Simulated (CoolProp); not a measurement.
A single-stage vapour-compression cycle with R21: evaporating at 236.15 K (dew point), condensing at 290.15 K (bubble point), superheat 8 K, subcooling 8 K, compressor efficiency 0.8, no pressure losses. Each further row changes one setting.

Model: reference Helmholtz-energy equation of state, Platzer 1990, in CoolProp. This equation is an older, rougher fit; its heat capacities, sound speeds and derivatives of the liquid may be far off and weren't checked against measurements.

```tsv
case	cooling COP	pressure ratio	discharge temperature (K)	refrigerating effect (kJ/kg)	volumetric capacity (kJ/m³)
as stated	3.03	12.1	368.1	221	128
evaporating temperature 241.15 K	3.47	9.09	359.1	223	169
condensing temperature 285.15 K	3.39	10.1	358.2	226	131
subcooling 13 K	3.10	12.1	368.1	226	131
superheat 18 K	2.99	12.1	380.4	226	126
compressor efficiency 0.7	2.65	12.1	383.5	221	128
```
